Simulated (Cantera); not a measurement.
An adiabatic, constant-pressure homogeneous reactor starts with CH₄ : O₂ : N₂ = 1 : 1 : 3.76 (molar parts), equivalence ratio 2.0, at 1050 K and 0.533 atm. Integrator tolerance rtol = 1e-08.

Cantera simulation using GRI-Mech 3.0 (53 species, 325 reactions); the numbers are that mechanism's predictions, not measurements.

Problem. What does this change do: initial temperature 1050 to 1700 K?

Solution. 
```json
[
 {"quantity": "time of steepest temperature rise", "before": "1.24 s", "after": "0.434 ms"},
 {"quantity": "temperature at 2.00 s", "before": "2143 K", "after": "2608 K"},
 {"quantity": "equilibrium temperature", "before": "2143 K", "after": "2608 K"},
 {"quantity": "x(CH₄) at 2.00 s", "before": "2.38e-11 (gas-phase equilibrium 2.71e-11)", "after": "2.35e-12 (gas-phase equilibrium 2.64e-12)"},
 {"quantity": "x(O₂) at 2.00 s", "before": "7.02e-7 (gas-phase equilibrium 7.02e-7)", "after": "0.000118 (gas-phase equilibrium 0.000118)"},
 {"quantity": "x(C₂H₂) at 2.00 s", "before": "<1e-12 (gas-phase equilibrium <1e-12)", "after": "<1e-12 (gas-phase equilibrium <1e-12)"},
 {"quantity": "x(CH₃) at 2.00 s", "before": "6.25e-12 (gas-phase equilibrium 7.11e-12)", "after": "5.65e-12 (gas-phase equilibrium 6.36e-12)"},
 {"quantity": "x(N₂O) at 2.00 s", "before": "6.20e-10 (gas-phase equilibrium 5.86e-10)", "after": "1.86e-8 (gas-phase equilibrium 1.86e-8)"}
]
```

Problem. What does this change do: initial temperature 1050 to 1573 K?

Solution. 
```csv
quantity,before,after
time of steepest temperature rise,1.24 s,1.24 ms
temperature at 2.00 s,2143 K,2531 K
equilibrium temperature,2143 K,2531 K
x(CH₄) at 2.00 s,2.38e-11 (gas-phase equilibrium 2.71e-11),3.28e-12 (gas-phase equilibrium 3.68e-12)
x(O₂) at 2.00 s,7.02e-7 (gas-phase equilibrium 7.02e-7),5.80e-5 (gas-phase equilibrium 5.80e-5)
x(C₂H₂) at 2.00 s,<1e-12 (gas-phase equilibrium <1e-12),<1e-12 (gas-phase equilibrium <1e-12)
x(CH₃) at 2.00 s,6.25e-12 (gas-phase equilibrium 7.11e-12),5.80e-12 (gas-phase equilibrium 6.51e-12)
x(N₂O) at 2.00 s,6.20e-10 (gas-phase equilibrium 5.86e-10),1.16e-8 (gas-phase equilibrium 1.16e-8)
```

Problem. What does this change do: pressure from 0.533 atm to 4.93 atm?

Solution. 
```json
[
 {"quantity": "time of steepest temperature rise", "before": "1.24 s", "after": "0.120 s"},
 {"quantity": "temperature at 2.00 s", "before": "2143 K", "after": "2153 K"},
 {"quantity": "equilibrium temperature", "before": "2143 K", "after": "2153 K"},
 {"quantity": "x(CH₄) at 2.00 s", "before": "2.38e-11 (gas-phase equilibrium 2.71e-11)", "after": "1.95e-9 (gas-phase equilibrium 2.22e-9)"},
 {"quantity": "x(O₂) at 2.00 s", "before": "7.02e-7 (gas-phase equilibrium 7.02e-7)", "after": "8.61e-8 (gas-phase equilibrium 8.61e-8)"},
 {"quantity": "x(C₂H₂) at 2.00 s", "before": "<1e-12 (gas-phase equilibrium <1e-12)", "after": "<1e-12 (gas-phase equilibrium <1e-12)"},
 {"quantity": "x(CH₃) at 2.00 s", "before": "6.25e-12 (gas-phase equilibrium 7.11e-12)", "after": "1.78e-10 (gas-phase equilibrium 2.02e-10)"},
 {"quantity": "x(N₂O) at 2.00 s", "before": "6.20e-10 (gas-phase equilibrium 5.86e-10)", "after": "6.40e-10 (gas-phase equilibrium 6.40e-10)"}
]
```
